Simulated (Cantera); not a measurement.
An adiabatic, constant-pressure homogeneous reactor starts with H₂ : O₂ : N₂ = 1 : 0.455 : 1.71 (molar parts), at 1373 K and 5.50 bar. Integrator tolerance rtol = 1e-08.

Cantera simulation using the H2/O2 subset of GRI-Mech 3.0, which has no nitrogen chemistry; the numbers are that mechanism's predictions, not measurements. The hydrogen kinetics of GRI-Mech 3.0 are dated; newer H2 mechanisms differ, most at raised pressure.

Question: What does this change do: initial temperature 1373 to 1650 K?

Answer: 
```csv
quantity,before,after
time of steepest temperature rise,4.23 µs,1.57 µs
temperature at 5.00 s,2980 K,3082 K
equilibrium temperature,2980 K,3082 K
x(H₂) at 5.00 s,0.0567 (gas-phase equilibrium 0.0567),0.0642 (gas-phase equilibrium 0.0642)
x(O₂) at 5.00 s,0.00792 (gas-phase equilibrium 0.00792),0.0105 (gas-phase equilibrium 0.0105)
x(H₂O₂) at 5.00 s,9.84e-7 (gas-phase equilibrium 9.84e-7),1.23e-6 (gas-phase equilibrium 1.23e-6)
x(HO₂) at 5.00 s,8.96e-6 (gas-phase equilibrium 8.96e-6),1.28e-5 (gas-phase equilibrium 1.28e-5)
x(OH) at 5.00 s,0.0245 (gas-phase equilibrium 0.0245),0.0316 (gas-phase equilibrium 0.0316)
x(H₂O) at 5.00 s,0.281 (gas-phase equilibrium 0.281),0.262 (gas-phase equilibrium 0.262)
x(H) at 5.00 s,0.0152 (gas-phase equilibrium 0.0152),0.0219 (gas-phase equilibrium 0.0219)
```
Above 3000 K some thermodynamic fits are extrapolated.

Question: What does this change do: initial temperature 1373 to 1025 K?

Answer: 
| quantity | before | after |
|---|---|---|
| time of steepest temperature rise | 4.23 µs | 5.31 ms |
| temperature at 5.00 s | 2980 K | 2834 K |
| equilibrium temperature | 2980 K | 2834 K |
| x(H₂) at 5.00 s | 0.0567 (gas-phase equilibrium 0.0567) | 0.0473 (gas-phase equilibrium 0.0473) |
| x(O₂) at 5.00 s | 0.00792 (gas-phase equilibrium 0.00792) | 0.00464 (gas-phase equilibrium 0.00464) |
| x(H₂O₂) at 5.00 s | 9.84e-7 (gas-phase equilibrium 9.84e-7) | 6.43e-7 (gas-phase equilibrium 6.43e-7) |
| x(HO₂) at 5.00 s | 8.96e-6 (gas-phase equilibrium 8.96e-6) | 4.70e-6 (gas-phase equilibrium 4.70e-6) |
| x(OH) at 5.00 s | 0.0245 (gas-phase equilibrium 0.0245) | 0.0159 (gas-phase equilibrium 0.0159) |
| x(H₂O) at 5.00 s | 0.281 (gas-phase equilibrium 0.281) | 0.302 (gas-phase equilibrium 0.302) |
| x(H) at 5.00 s | 0.0152 (gas-phase equilibrium 0.0152) | 0.00862 (gas-phase equilibrium 0.00862) |

Question: What does this change do: constant volume in place of constant pressure?

Answer: 
```tsv
quantity	before	after
time of steepest temperature rise	4.23 µs	4.10 µs
temperature at 5.00 s	2980 K	3180 K
equilibrium temperature	2980 K	3180 K
x(H₂) at 5.00 s	0.0567 (gas-phase equilibrium 0.0567)	0.0633 (gas-phase equilibrium 0.0633)
x(O₂) at 5.00 s	0.00792 (gas-phase equilibrium 0.00792)	0.00981 (gas-phase equilibrium 0.00981)
x(H₂O₂) at 5.00 s	9.84e-7 (gas-phase equilibrium 9.84e-7)	1.98e-6 (gas-phase equilibrium 1.98e-6)
x(HO₂) at 5.00 s	8.96e-6 (gas-phase equilibrium 8.96e-6)	1.73e-5 (gas-phase equilibrium 1.73e-5)
x(OH) at 5.00 s	0.0245 (gas-phase equilibrium 0.0245)	0.0316 (gas-phase equilibrium 0.0316)
x(H₂O) at 5.00 s	0.281 (gas-phase equilibrium 0.281)	0.265 (gas-phase equilibrium 0.265)
x(H) at 5.00 s	0.0152 (gas-phase equilibrium 0.0152)	0.0200 (gas-phase equilibrium 0.0200)
```
Above 3000 K some thermodynamic fits are extrapolated.
